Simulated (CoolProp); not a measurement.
Vapour pressure (kPa) of CH3F (R41): the reference equation beside estimates from Tc = 317.3 K, pc = 5906 kPa, ω = 0.200. Clausius-Clapeyron is anchored at 210.6 K with a constant enthalpy of vaporisation of 15.81 kJ/mol.

The numbers come from the reference Helmholtz-energy equation of state, Lemmon 2006 in CoolProp. It is a short technical equation, of lower accuracy than the large ones.

```tsv
T (K)	reference	Clausius-Clapeyron	van der Waals	Redlich-Kwong	Soave-Redlich-Kwong	Peng-Robinson
157.3	7.293	10.56	154.9	11.85	6.377	6.875
170.6	21.55	27.11	264.3	34.60	19.67	20.64
183.9	53.42	60.70	419.0	83.33	50.38	51.84
197.2	115.5	121.9	627.0	173.5	111.7	113.3
210.6	225.2	225.2	897.7	324.3	222.2	222.9
223.9	400.9	385.0	1234	552.7	401.4	399.8
237.2	666.0	619.9	1643	878.9	674.2	668.3
250.5	1046	948.8	2130	1322	1067	1055
263.8	1570	1391	2700	1899	1609	1589
277.1	2268	1966	3357	2628	2329	2301
290.4	3179	2693	4105	3524	3258	3227
```

Absolute difference from the reference over all 11 rows, mean and median: Clausius-Clapeyron 13.6 and 11.4 %, van der Waals 471.2 and 207.8 %, Redlich-Kwong 37.9 and 37.9 %, Soave-Redlich-Kwong 3.9 and 2.5 %, Peng-Robinson 2.0 and 1.5 %.
